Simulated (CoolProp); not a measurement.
Toluene at 350.15 K and 0.0118 MPa flows at 0.4 m/s in a round tube of 20 mm bore and 1.5 µm roughness, fully developed (64/Re and Nu = 3.66 if laminar; Colebrook and Gnielinski if turbulent). Each further row changes one setting.

Computed with CoolProp (reference Helmholtz-energy equation of state, Lemmon 2006). It is a short technical equation, of lower accuracy than the large ones.

```json
[
 {"case": "as stated", "Reynolds number": "371", "Darcy friction factor": "0.173", "pressure drop (Pa/m)": "(withheld)", "heat-transfer coefficient (W/(m² K))": "2.72", "mass flow (kg/h)": "(withheld)"},
 {"case": "velocity 0.8 m/s", "Reynolds number": "741", "Darcy friction factor": "0.0864", "pressure drop (Pa/m)": "0.519", "heat-transfer coefficient (W/(m² K))": "2.72", "mass flow (kg/h)": "(withheld)"},
 {"case": "diameter 40 mm", "Reynolds number": "741", "Darcy friction factor": "0.0864", "pressure drop (Pa/m)": "(withheld)", "heat-transfer coefficient (W/(m² K))": "(withheld)", "mass flow (kg/h)": "(withheld)"}
]
```

Fill in the missing entries.


- as stated, pressure drop (Pa/m): 0.260
- as stated, mass flow (kg/h): 0.170
- velocity 0.8 m/s, mass flow (kg/h): 0.340
- diameter 40 mm, pressure drop (Pa/m): 0.0649
- diameter 40 mm, heat-transfer coefficient (W/(m² K)): 1.36
- diameter 40 mm, mass flow (kg/h): 0.680

Viscosity comes from a separate model (Avgeri 2015). Thermal conductivity comes from a separate model (Assael 2012).
